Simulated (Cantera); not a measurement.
# Equilibrium for iron carbonyl, mercury and lead vapours: Hg + N2

Input: 1 mol Hg, 0.74 mol N2, equilibrated at 375 °C and 130 Pa.

These are equilibrium values from Cantera (NASA tables, ideal gas, pure condensed phases), not measurements of a reactor. Candidate condensed phases: Hg; 3 gas species. Equilibrium is a limit: real reactors are often held back by kinetics, nucleation or transport.

```
Item                                  Value
--------------------------------  ---------
x(Hg)                                 0.575
x(N2)                                 0.425
gas amount                        1.740 mol
log10 activity of Hg(l) (absent)      -3.26
```
